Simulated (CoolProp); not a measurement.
A Linde-Hampson liquefier for dry air: isothermal reversible compression at 290 K from 1 atm to 10 MPa, throttling to 1 atm, return gas leaving the recuperator 10 K below the feed. Each further row changes one setting.

Model: reference Helmholtz-energy equation of state, Lemmon 2000, in CoolProp. It is a pseudo-pure fit of the blend.

```tsv
case	liquid yield per pass	compression work (kJ/kg of gas)
as stated	___	380
high pressure 20 MPa	___	___
warm-end temperature 320 K	___	___
warm-end gap 15 K	___	380
```

Question: What belongs in the gaps?

Answer: 
- as stated, liquid yield per pass: 0.029
- high pressure 20 MPa, liquid yield per pass: 0.067
- high pressure 20 MPa, compression work (kJ/kg of gas): 438
- warm-end temperature 320 K, liquid yield per pass: 0.016
- warm-end temperature 320 K, compression work (kJ/kg of gas): 421
- warm-end gap 15 K, liquid yield per pass: 0.017
